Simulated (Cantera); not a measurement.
A diamond (100) surface in a fixed gas of H2 with x(CH4) = 0.0075, x(CH3) = 0.00013, at 975 K, 203 Torr; coverages are run to steady state.

Model: the Harris–Goodwin 1993 mechanism for the reconstructed diamond (100) surface, integrated in Cantera.

One state of this run: growth (µm/h) = 16.2; θ c6HH = 0.610; θ c6H* = 0.0163; θ c6*H = 0.350; θ c6** = 0.00799; θ c6HM = 0.0117. θ: site fractions in the mechanism's names (c6HH fully hydrogenated, c6H* and c6*H radical sites, c6** diradical, c6HM methylated).

Task: Which value of x(H) does it belong to?
A. 0.0001
B. 0.0004
C. 0.0066
D. 0.0002

Result: C, 0.0066
